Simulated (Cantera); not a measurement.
An isothermal, constant-pressure homogeneous reactor starts with C2H6 : N2 = 1.8 : 71 (molar parts), at 1425 K and 0.000350 bar.

Computed with Cantera and GRI-Mech 3.0 (53 species, 325 reactions). GRI-Mech 3.0 stops at C3 and has no aromatics, soot or wall deposition, so with more carbon than oxygen in the feed, carbon stays in small species such as C2H2 where larger ones or solid carbon would form. Radical loss at walls, strong at low pressure, is not modelled.

x: mole fraction; the columns are a selection and need not sum to one.

| t (s) | x C2H6 | x C2H4 | x HCN | x C2H2 | x CH3 | x H | x H2 |
|---|---|---|---|---|---|---|---|
| 2.00e-5 | 0.0247 | <1e-12 | <1e-12 | <1e-12 | 8.73e-7 | 1.18e-10 | <1e-12 |
| 4.55e-5 | 0.0247 | 2.25e-12 | <1e-12 | <1e-12 | 1.99e-6 | 2.67e-10 | 3.54e-12 |
| 0.000104 | 0.0247 | 1.58e-11 | <1e-12 | <1e-12 | 4.52e-6 | 6.09e-10 | 1.83e-11 |
| 0.000236 | 0.0247 | 1.30e-10 | <1e-12 | <1e-12 | 1.03e-5 | 1.43e-9 | 9.57e-11 |
| 0.000537 | 0.0247 | 1.22e-9 | <1e-12 | <1e-12 | 2.34e-5 | 3.94e-9 | 5.45e-10 |
| 0.00122 | 0.0247 | 1.26e-8 | <1e-12 | <1e-12 | 5.31e-5 | 1.67e-8 | 4.22e-9 |
| 0.00278 | 0.0247 | 1.33e-7 | <1e-12 | 1.28e-12 | 0.000121 | 1.10e-7 | 5.32e-8 |
| 0.00632 | 0.0246 | 1.45e-6 | <1e-12 | 3.76e-11 | 0.000272 | 7.91e-7 | 8.52e-7 |
| 0.0144 | 0.0244 | ___ | 6.50e-12 | ___ | ___ | ___ | ___ |
| 0.0328 | 0.0237 | 0.000198 | 1.67e-9 | 1.89e-7 | 0.00130 | 2.93e-5 | 0.000179 |
| 0.0746 | 0.0213 | 0.00163 | 5.90e-8 | 1.48e-5 | 0.00272 | 8.80e-5 | 0.00152 |
| 0.170 | ___ | ___ | ___ | ___ | ___ | ___ | ___ |
| 0.386 | 0.00223 | 0.0127 | 1.20e-6 | 0.00434 | 0.00378 | 0.000373 | 0.0185 |
| 0.879 | 4.36e-5 | 0.00768 | 2.14e-6 | 0.0123 | 0.00102 | 0.000233 | 0.0288 |
| 2.00 | 3.07e-6 | 0.00374 | 2.36e-6 | 0.0166 | 0.000405 | 0.000112 | 0.0337 |

Question: Complete the blanks.

Answer: 
- 0.0144, x C2H4: 1.67e-5
- 0.0144, x C2H2: 1.82e-9
- 0.0144, x CH3: 0.000605
- 0.0144, x H: 5.25e-6
- 0.0144, x H2: 1.32e-5
- 0.170, x C2H6: 0.0135
- 0.170, x C2H4: 0.00702
- 0.170, x HCN: 3.40e-7
- 0.170, x C2H2: 0.000393
- 0.170, x CH3: 0.00474
- 0.170, x H: 0.000193
- 0.170, x H2: 0.00697
